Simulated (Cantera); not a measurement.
Charge: 1 mol Fe, 0.0094 mol H₂S, 2 mol CO, at 873.15 K and 60.0 Pa.

Cantera equilibrium calculation (NASA polynomials, part measured and part estimated; ideal gas, pure solids and liquids). Candidate condensed phases: C, C₆H₆, C₇H₈, C₈H₁₈, Fe, Fe(CO)₅, FeO, Fe(OH)₂, Fe(OH)₃, FeS, FeSO₄, FeS₂, Fe₂O₃, Fe₂(SO₄)₃, Fe₃O₄, H₂O, H₂SO₄, S; 127 gas species. FeS: taken at fixed stoichiometry. Condensed phases not in the tables: cementite and carbon dissolved in iron. Rates play no part.

Base state: CO 0.989, CO₂ 0.00663, H₂ 0.00470, H₂O 1.18e-5, COS 1.11e-5 (mole fractions); condensed: C(graphite) + Fe(α) + FeS(s).

Question: What changes in the equilibrium state with this change: temperature from 873.15 K to 1898 K?

Answer: 
```csv
species,before,after
CO,0.989,0.811
Fe,<1e-9,0.181
H₂,0.00470,0.00291
CO₂,0.00663,3.30e-5
S,<1e-9,0.00191
H,<1e-9,0.00172
S₂,<1e-9,0.000880
"C(graphite), mol",0.0133,0
"Fe(α), mol",0.991,0
"FeS(s), mol",0.00937,0
"Fe(l), mol",0,0.554
```

Question: What changes in the equilibrium state with this change: temperature from 873.15 K to 1275 K?

Answer: 
```json
[
 {"species": "CO", "before": "0.989", "after": "0.995"},
 {"species": "H₂", "before": "0.00470", "after": "0.00464"},
 {"species": "S₂", "before": "<1e-9", "after": "0.000385"},
 {"species": "CO₂", "before": "0.00663", "after": "9.89e-5"},
 {"species": "CS₂", "before": "4.48e-9", "after": "9.71e-5"},
 {"species": "COS", "before": "1.11e-5", "after": "0.000201"},
 {"species": "H₂S", "before": "1.65e-6", "after": "2.92e-5"},
 {"species": "C(graphite), mol", "before": "0.0133", "after": "0"},
 {"species": "Fe(α), mol", "before": "0.991", "after": "0"},
 {"species": "FeS(s), mol", "before": "0.00937", "after": "0.00698"},
 {"species": "Fe(γ), mol", "before": "0", "after": "0.993"}
]
```
Metal and sulfide melt together well below either melting point, which pure phases cannot show. Mutual solubility and eutectic melting of coexisting phases are not modelled. Gases not in the tables: S₃ to S₇.
